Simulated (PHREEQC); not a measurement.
Dissolve 0.0015 mol/kgw HF, 8.8e-05 mol/kgw NH4HF2 and 5.9e-05 mol/kgw H4SiO4 at 10 °C. Closed to the air; pH follows from the charge balance.

All values are PHREEQC results (ion-association model, phreeqc.dat), not measurements.

```json
[
 {"quantity": "pH", "before": "3.12", "after": "3.06"},
 {"quantity": "ionic strength (mol/kgw)", "before": "0.000899", "after": "0.000931"},
 {"quantity": "F- (mol/kgw)", "before": "0.000827", "after": "0.000827"},
 {"quantity": "HF (mol/kgw)", "before": "0.000705", "after": "0.000805"},
 {"quantity": "H4SiO4 (mol/kgw)", "before": "3.56e-5", "after": "2.79e-5"},
 {"quantity": "HF2- (mol/kgw)", "before": "1.93e-6", "after": "2.21e-6"},
 {"quantity": "SI of Quartz (SiO2)", "before": "-0.24", "after": "-0.34"}
]
```

Q: What was changed between the two runs?
A) NH4HF2 replaced by HBF4 at the same molality
B) diluted 5-fold with water
C) NH4HF2 from 8.8e-05 to 7.92e-05 mol/kgw
D) HF left out
E) H4SiO4 replaced by Na2SiO3 at the same molality

A: A, NH4HF2 replaced by HBF4 at the same molality

No solid was allowed to form. Constants without temperature data keep their 25 °C values here. SiF6-2 is the database's only silicon fluoride.
